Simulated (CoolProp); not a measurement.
Vapour-liquid equilibrium of R1234yf (1) + R152A (2) at 127 kPa; x and y are mole fractions of (1).

Computed with CoolProp (multi-fluid Helmholtz-energy mixture model, Lemmon 2022 and Outcalt 1996; pair parameters Bell 2023).

```
x     bubble temperature (°C)  y at the bubble point  dew temperature at overall composition x (°C)  liquid density (mol/L)
----  -----------------------  ---------------------  ---------------------------------------------  ----------------------
0.05                    -19.7                  0.081                                          -19.3                   14.86
0.15                    -21.0                  0.215                                          -20.4                   14.32
0.25                    -22.0                  0.323                                          -21.3                   13.82
0.35                    -22.7                  0.417                                          -22.2                   13.35
0.45                    -23.2                  0.504                                          -22.9                   12.91
0.55                    -23.6                  0.589                                          -23.4                   12.50
0.65                    -23.9                  0.674                                          -23.8                   12.11
0.75                    -24.1                  0.761                                          -24.1                   11.75
0.85                    -24.2                  0.853                                          -24.2                   11.42
0.95                    -24.2                  0.950                                          -24.2                   11.10
```

y crosses x between x = 0.85 and 0.95: the model has an azeotrope there.

The pair parameters rest on a limited set of measurements; away from them the model extrapolates.
